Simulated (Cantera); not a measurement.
Input: 1 mol n-butane, 0.73 mol O₂, 23 mol H₂, 0.22 mol CO₂, at 1927 °C and 60.8 Torr.

Method: chemical equilibrium by Gibbs-energy minimisation in Cantera with the NASA 1993 tables (ideal gas, pure condensed phases). Candidate condensed phases: C, C₆H₆, C₇H₈, C₈H₁₈, H₂O; 110 gas species. The numbers say what is thermodynamically allowed, not how fast it happens.

Base state: H₂ 0.916, CO 0.0629, H 0.0189, C₂H₂ (acetylene) 0.00235, CH₄ 1.79e-5 (mole fractions); condensed: C(graphite).

Question: What changes in the equilibrium state with this change: O₂ from 0.73 to 0.0068 mol?

Answer: 
| species | before | after |
|---|---|---|
| H₂ | 0.916 | 0.962 |
| H | 0.0189 | 0.0194 |
| CO | 0.0629 | 0.0158 |
| CH₄ | 1.79e-5 | 1.97e-5 |
| C₂H₂ (acetylene) | 0.00235 | 0.00247 |
| C(graphite), mol | 2.18 | 3.62 |
